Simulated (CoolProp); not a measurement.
A Linde-Hampson liquefier for methane: isothermal reversible compression at 230 K from 1 atm to 15 MPa, throttling to 1 atm, return gas leaving the recuperator 2 K below the feed. Each further row changes one setting.

The numbers come from the reference Helmholtz-energy equation of state, Setzmann 1991 in CoolProp.

| case | liquid yield per pass | compression work (kJ/kg of gas) |
|---|---|---|
| as stated | ? | 520 |
| high pressure 30 MPa | ? | ? |
| warm-end temperature 260 K | ? | 620 |
| warm-end gap 7 K | ? | 520 |

What belongs in the gaps?


- as stated, liquid yield per pass: 0.366
- high pressure 30 MPa, liquid yield per pass: 0.408
- high pressure 30 MPa, compression work (kJ/kg of gas): 577
- warm-end temperature 260 K, liquid yield per pass: 0.246
- warm-end gap 7 K, liquid yield per pass: 0.357
